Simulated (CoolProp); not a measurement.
A single-stage vapour-compression cycle with cis-2-butene: evaporating at 301.15 K (dew point), condensing at 368.15 K (bubble point), superheat 0 K, subcooling 5 K, compressor efficiency 0.65, no pressure losses. Each further row changes one setting.

Values from CoolProp's reference Helmholtz-energy equation of state, Lemmon 2005. It is a short technical equation, of lower accuracy than the large ones.

```csv
case,cooling COP,pressure ratio,discharge temperature (K),refrigerating effect (kJ/kg),volumetric capacity (kJ/m³)
as stated,2.15,5.45,385.0,238,1350
evaporating temperature 306.15 K,?,4.67,383.1,244,1600
condensing temperature 363.15 K,?,4.91,379.6,251,1430
subcooling 10 K,2.27,5.45,385.0,251,1430
superheat 10 K,2.19,5.45,395.1,?,1380
compressor efficiency 0.55,1.82,5.45,394.7,238,1350
```

Problem. Fill in the missing entries.

Solution. 
- evaporating temperature 306.15 K, cooling COP: 2.42
- condensing temperature 363.15 K, cooling COP: 2.41
- superheat 10 K, refrigerating effect (kJ/kg): 254
